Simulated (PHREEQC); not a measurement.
Consider water at 55 °C with 19 mmol/kgw CaCl2, 0.047 mmol/kgw NaHCO3 and 75 mmol/kgw NaCl. Closed to the air; pH follows from the charge balance.

Computed with PHREEQC (ion-association model, phreeqc.dat).

Precipitation was switched off in this run.

Order these C species by the share of C that they hold, largest first: CaHCO3+, CO2, HCO3-, NaHCO3, CaCO3.

HCO3- (81 %), CaHCO3+ (8.6 %), CO2 (6.3 %), CaCO3 (1.9 %), NaHCO3 (1.6 %)

The pH is 7.26 and the ionic strength 0.132 mol/kgw. At this temperature some constants are extrapolated from 25 °C, and those without enthalpy data are left unchanged.
